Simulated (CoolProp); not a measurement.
Vapour-liquid equilibrium of hydrogen chloride (1) + propane (2) at 1.13 MPa; x and y are mole fractions of (1).

Values from CoolProp's multi-fluid Helmholtz-energy mixture model, Thol 2018 and Lemmon 2009; pair parameters Bell 2016.

| x | bubble temperature (°C) | y at the bubble point | dew temperature at overall composition x (°C) | liquid density (mol/L) |
|---|---|---|---|---|
| 0.05 | 21.1 | 0.232 | ___ | 11.57 |
| 0.2 | -1.5 | 0.620 | 22.7 | 13.38 |
| 0.35 | -13.0 | 0.763 | 15.1 | 15.10 |
| 0.5 | -19.0 | 0.829 | 6.5 | 17.00 |
| 0.65 | -22.6 | ___ | -3.8 | ___ |
| 0.8 | -25.4 | ___ | -16.4 | ___ |
| 0.95 | -27.8 | 0.972 | ___ | 26.50 |

Q: What belongs in the gaps?

A: 
- 0.05, dew temperature at overall composition x (°C): 29.7
- 0.65, y at the bubble point: 0.872
- 0.65, liquid density (mol/L): 19.32
- 0.8, y at the bubble point: 0.914
- 0.8, liquid density (mol/L): 22.35
- 0.95, dew temperature at overall composition x (°C): -27.1

No azeotrope shows between x = 0.05 and 0.95.

The pair parameters rest on a limited set of measurements; away from them the model extrapolates.
